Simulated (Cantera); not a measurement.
Input: 1 mol MgO, 0.47 mol SO3, 6.6 mol N2, equilibrated at 1398.15 K and 0.0300 bar.

These are equilibrium values from Cantera (NASA tables, ideal gas, pure condensed phases), not measurements of a reactor. Candidate condensed phases: Mg, MgO, MgS, MgSO4, S; 22 gas species. The numbers say what is thermodynamically allowed, not how fast it happens.

Base state: N2 0.903, SO2 0.0642, O2 0.0320, NO 0.000300, SO3 0.000130 (mole fractions); condensed: MgO(s).

Question: What changes in the equilibrium state with this change: SO3 from 0.47 to 0.06 mol?

Answer: 
```
species        before     after
-----------  --------  --------
N2              0.903     0.986
SO2            0.0642   0.00896
O2             0.0320   0.00442
SO3          0.000130   6.75e-6
NO           0.000300  0.000116
MgO(s), mol      1.00      1.00
```
